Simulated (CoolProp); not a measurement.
A closed Brayton cycle with nitrogen: compressor inlet 320.15 K and 6 MPa, high pressure 15.7 MPa, turbine inlet 680 K, compressor efficiency 0.8, turbine efficiency 0.85, recuperator effectiveness 0.9 (on enthalpy, no pinch check). Each further row changes one setting.

Computed with CoolProp (reference Helmholtz-energy equation of state, Span 2000).

```
case                           thermal efficiency (%)  net work (kJ/kg)  compressor to turbine work  compressor exit (K)  turbine exit (K)
-----------------------------  ----------------------  ----------------  --------------------------  -------------------  ----------------
as stated                                         9.1              15.0                        0.90                447.9             544.7
turbine inlet 630 K                               2.5              3.76                        0.97                447.9             503.3
compressor inlet 330.15 K                         6.4              10.5                        0.93                461.8             544.7
high pressure 13.3 MPa                           12.4              18.2                        0.86                423.3             565.8
recuperator effectiveness 0.5                     7.2              15.0                        0.90                447.9             544.7
```
